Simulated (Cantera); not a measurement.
Charge: 1 mol Ta(OEt)5, 0.35 mol H2O, 120 mol H2, 0.59 mol O2, equilibrated at 2048 K and 6.40 mbar.

Equilibrium computed with Cantera from the NASA thermochemical tables; the gas is ideal and each condensed phase is pure. Candidate condensed phases: C, C6H6, C7H8, C8H18, H2O, Ta, TaC, Ta2O5; 113 gas species. The feed counts by its element totals alone. TaC: taken at fixed stoichiometry. Condensed phases not in the tables: Ta2C. Rates play no part.

Base state: H2 0.926, CO 0.0462, H 0.0269, C2H2 (acetylene) 0.000971 (mole fractions); condensed: C(graphite) + TaC(s).

**Question.** What changes in the equilibrium state with this change: temperature from 2048 K to 2200 K?

**Answer.** 
```tsv
species	before	after
H2	0.926	0.886
H	0.0269	0.0663
CO	0.0462	0.0453
C2H2 (acetylene)	0.000971	0.00227
C(graphite), mol	2.19	1.81
TaC(s), mol	1.00	1.00
```

**Question.** What changes in the equilibrium state with this change: temperature from 2048 K to 973.15 K?

**Answer.** 
```tsv
species	before	after
H2	0.926	0.968
CO	0.0462	0.0308
CH4	2.06e-6	0.000770
H	0.0269	1.34e-8
C2H2 (acetylene)	0.000971	<1e-9
H2O	2.66e-8	0.000118
C(graphite), mol	2.19	5.59
TaC(s), mol	1.00	0.0822
Ta2O5(s), mol	0	0.459
```
